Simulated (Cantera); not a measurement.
Feed: 1 mol CHF3, 0.059 mol HCl, 0.51 mol H2, equilibrated at 27.0 Pa.

Equilibrium computed with Cantera from the NASA thermochemical tables; the gas is ideal and each condensed phase is pure. Candidate condensed phases: C, C6H6, C7H8, C8H18; 118 gas species. Gases not in the tables: C2F6 and larger saturated fluorocarbons. The numbers say what is thermodynamically allowed, not how fast it happens.

log p: log10 of the partial pressure in bar; n: condensed amount in mol.

```tsv
T (K)	log p HF	log p CF4	log p Cl	log p HCl	log p CF2	n C(graphite)
1123	-3.63	-4.55	-6.08	-5.25	-9.93	0.758
1173	-3.63	-4.56	-5.80	-5.32	-9.37	0.759
1223	-3.63	-4.56	-5.58	-5.43	-8.86	0.762
1273	-3.63	-4.57	-5.43	-5.57	-8.39	0.764
1323	-3.63	-4.57	-5.32	-5.74	-7.96	0.766
1373	-3.63	-4.58	-5.26	-5.93	-7.56	0.767
1423	-3.63	-4.58	-5.23	?	?	0.768
1473	-3.63	-4.58	-5.21	-6.34	-6.84	0.768
1523	-3.63	-4.58	-5.19	?	?	0.768
1573	-3.63	-4.59	-5.19	-6.72	-6.21	0.768
1623	-3.63	-4.60	-5.18	-6.89	-5.93	0.766
```

**Question.** Fill in the missing entries.

**Answer.** 
- 1423, log p HCl: -6.14
- 1423, log p CF2: -7.19
- 1523, log p HCl: -6.53
- 1523, log p CF2: -6.51
